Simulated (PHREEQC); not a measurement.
1 kg of water holding 0.035 mol/kgw NaCl, 0.41 mol/kgw Na2SO4, 0.0046 mol/kgw Na2CO3 and 0.0098 mol/kgw NaOH is evaporated at 25 °C; the solids stay in contact with the brine. The system is closed to CO2. The run lets Burkeite, Halite, Mirabilite, Nahcolite, Natron, Thenardite, Trona precipitate or redissolve, and no other solid.

Computed with PHREEQC (Pitzer model, pitzer.dat).

```csv
water left (kg),ionic strength,water activity,Mirabilite (mol),Thenardite (mol),C in solution (mol/kgw)
1,1.29,0.983,0,0,0.00460
0.6755,1.91,0.976,0,0,0.00681
0.4563,2.82,0.966,0,0,0.0101
0.3082,4.18,0.950,0,0,0.0149
0.2027,5.91,0.929,0.0304,0,0.0227
0.09874,5.98,0.922,0.233,0,0.0466
0.02942,6.67,0.883,0.364,0,0.156
0.01464,8.70,0.805,0.275,0.112,0.314
0.01464,8.70,0.805,0.159,0.228,0.314
0.01464,8.70,0.805,0.0814,0.306,0.314
0.01464,8.70,0.805,0.0286,0.359,0.314
```

Mirabilite from water left = 0.2027 kg (pH 12.44); Thenardite from water left = 0.01464 kg (pH 13.67).

Species that the database lacks are ignored.
